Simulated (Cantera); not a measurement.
Input: 1 mol Si, 2.5 mol NF3, equilibrated at 927 °C and 0.620 bar.

Method: chemical equilibrium by Gibbs-energy minimisation in Cantera with the NASA 1993 tables (ideal gas, pure condensed phases). Candidate condensed phases: Si, Si3N4; 16 gas species. Rates play no part.

Base state: F 0.305, N2 0.265, F2 0.217, SiF4 0.212, NF3 0.00101 (mole fractions); condensed: gas only.

Task: What changes in the equilibrium state with this change: pressure from 0.620 bar to 0.00190 bar?

Result: 
```json
[
 {"species": "F", "before": "0.305", "after": "0.605"},
 {"species": "N2", "before": "0.265", "after": "0.218"},
 {"species": "SiF4", "before": "0.212", "after": "0.174"},
 {"species": "F2", "before": "0.217", "after": "0.00263"},
 {"species": "NF3", "before": "0.00101", "after": "3.73e-9"}
]
```
